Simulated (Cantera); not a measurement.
Input: 1 mol SiO2, a varied amount of F2, 6.8 mol O2, equilibrated at 1200 K and 87.0 Pa.

Method: chemical equilibrium by Gibbs-energy minimisation in Cantera with the NASA 1993 tables (ideal gas, pure condensed phases). Candidate condensed phases: Si, SiO2; 17 gas species. The numbers say what is thermodynamically allowed, not how fast it happens.

### Question
At 2.8 mol F2, list the 4 most abundant gas species with their mole fractions, and the condensed phases.

### Answer
O2 0.750, F 0.154, SiF4 0.0962, F2 7.77e-5. Condensed: gas only.
